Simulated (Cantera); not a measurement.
Feed: 1 mol Pb, 0.38 mol N2, held at 975 °C and 1 atm.

Equilibrium computed with Cantera from the NASA thermochemical tables; the gas is ideal and each condensed phase is pure. Candidate condensed phases: Pb; 4 gas species. Rates play no part.

What is the equilibrium state?


```json
{
  "x(N2)": "0.999",
  "x(Pb)": "0.00129",
  "n(Pb(l))": "1.000 mol",
  "gas_amount": "0.3805 mol"
}
```
